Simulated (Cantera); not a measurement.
Charge: 1 mol PbO, 0.51 mol H2, held at 1323.15 K and 1.30 bar.

These are equilibrium values from Cantera (NASA tables, ideal gas, pure condensed phases), not measurements of a reactor. Candidate condensed phases: H2O, Pb, PbO, PbO2, Pb3O4; 12 gas species. Each liquid is taken as pure. Mutual solubility and eutectic melting of coexisting phases are not modelled. Gases not in the tables: (PbO)n polymers. The numbers say what is thermodynamically allowed, not how fast it happens.

Base state: H2O 0.996, Pb 0.00271, H2 0.000534, PbO 0.000515 (mole fractions); condensed: Pb(l) + PbO(l).

What changes in the equilibrium state with this change: pressure from 1.30 bar to 16.0 Pa?


```csv
species,before,after
Pb,0.00271,0.351
H2O,0.996,0.335
PbO,0.000515,0.306
O2,4.53e-8,0.00778
OH,8.70e-7,9.75e-5
"Pb(l), mol",0.508,0
"PbO(l), mol",0.490,0
```
